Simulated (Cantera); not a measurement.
A perfectly stirred reactor is fed with C2H6 : N2 = 1 : 5.4 (molar parts), at 0.109 atm; it is held at 1173 K, and followed from long to short residence time.

Computed with Cantera and GRI-Mech 3.0 (53 species, 325 reactions). GRI-Mech 3.0 stops at C3 and has no aromatics, soot or wall deposition, so with more carbon than oxygen in the feed, carbon stays in small species such as C2H2 where larger ones or solid carbon would form.

Q: What does this change do: temperature 1173 to 1475 K?

A: 
```json
[
 {"quantity": "x(C2H6) at τ = 0.320 s", "before": "0.0269", "after": "0.000597"},
 {"quantity": "x(CH3) at τ = 0.320 s", "before": "2.41e-5", "after": "0.000287"},
 {"quantity": "x(H2) at τ = 0.320 s", "before": "0.109", "after": "0.189"},
 {"quantity": "x(H) at τ = 0.320 s", "before": "3.86e-6", "after": "7.58e-5"},
 {"quantity": "x(CH4) at τ = 0.320 s", "before": "0.0197", "after": "0.0350"},
 {"quantity": "x(C2H6) at τ = 12.0 ms", "before": "0.139", "after": "0.00959"},
 {"quantity": "x(CH3) at τ = 12.0 ms", "before": "4.78e-5", "after": "0.00115"},
 {"quantity": "x(H2) at τ = 12.0 ms", "before": "0.0137", "after": "0.133"},
 {"quantity": "x(H) at τ = 12.0 ms", "before": "2.40e-6", "after": "0.000121"},
 {"quantity": "x(CH4) at τ = 12.0 ms", "before": "0.00166", "after": "0.0503"}
]
```

Q: What does this change do: temperature 1173 to 1550 K?

A: 
```tsv
quantity	before	after
x(C2H6) at τ = 0.320 s	0.0269	0.000275
x(CH3) at τ = 0.320 s	2.41e-5	0.000401
x(H2) at τ = 0.320 s	0.109	0.198
x(H) at τ = 0.320 s	3.86e-6	0.000132
x(CH4) at τ = 0.320 s	0.0197	0.0295
x(C2H6) at τ = 12.0 ms	0.139	0.00457
x(CH3) at τ = 12.0 ms	4.78e-5	0.00166
x(H2) at τ = 12.0 ms	0.0137	0.151
x(H) at τ = 12.0 ms	2.40e-6	0.000214
x(CH4) at τ = 12.0 ms	0.00166	0.0514
```
